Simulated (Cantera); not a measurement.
Input: 1 mol BN, 0.56 mol H₂O, 72 mol N₂, at 2123 K and 1.00 bar.

Method: chemical equilibrium by Gibbs-energy minimisation in Cantera with the NASA 1993 tables (ideal gas, pure condensed phases). Candidate condensed phases: B, BN, B₂O₃, B₃O₃H₃, H₂O; 39 gas species. Equilibrium is a limit: real reactors are often held back by kinetics, nucleation or transport.

Base state: N₂ 0.988, H₂ 0.00656, HBO 0.00168, B₂O₂ 0.000984, BO 0.000964, B₂O₃ 0.000865, H 0.000291, HBO₂ 0.000224 (mole fractions); condensed: BN(s).

### Question
What changes in the equilibrium state with this change: BN replaced by Si₃N₄?

### Answer
```
species          before    after
-------------  --------  -------
N₂                0.988    0.984
SiO                   0  0.00762
H₂              0.00656  0.00746
HBO             0.00168        0
B₂O₂           0.000984        0
BO             0.000964        0
B₂O₃           0.000865        0
BN(s), mol        0.520        0
Si₃N₄(s), mol         0    0.808
```
The tables' values for SiN are old estimates; treat these amounts as uncertain. Further candidate phases: Si, SiO₂, Si₂N₂O, Si₃N₄.
